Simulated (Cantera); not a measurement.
An isothermal, constant-pressure homogeneous reactor starts with H₂ : O₂ : N₂ = 1.4 : 1 : 18 (molar parts), equivalence ratio 0.70, at 1100 K and 750 Torr. Integrator tolerance rtol = 1e-08.

Cantera simulation using GRI-Mech 3.0 (53 species, 325 reactions); the numbers are that mechanism's predictions, not measurements. The temperature is held fixed by assumption; the heat of reaction is taken as removed at once.

Q: What does this change do: temperature 1100 to 900 K?

A: 
| quantity | before | after |
|---|---|---|
| x(H₂) at 6.00 s | 8.81e-10 (gas-phase equilibrium 7.64e-10) | 0.0172 (gas-phase equilibrium 1.85e-12) |
| x(O₂) at 6.00 s | 0.0152 (gas-phase equilibrium 0.0152) | 0.0237 (gas-phase equilibrium 0.0152) |
| x(H₂O₂) at 6.00 s | 1.14e-10 (gas-phase equilibrium 7.92e-11) | 7.87e-5 (gas-phase equilibrium 5.97e-12) |
| x(O) at 6.00 s | 4.47e-10 (gas-phase equilibrium 3.10e-10) | 1.85e-8 (gas-phase equilibrium <1e-12) |
| x(OH) at 6.00 s | 3.59e-7 (gas-phase equilibrium 2.98e-7) | 1.97e-8 (gas-phase equilibrium 5.76e-9) |
| x(NO) at 6.00 s | 1.68e-6 (gas-phase equilibrium 2.48e-5) | 3.67e-12 (gas-phase equilibrium 2.69e-6) |
Below about 950 K walls govern HO2 and H2O2 in real vessels.
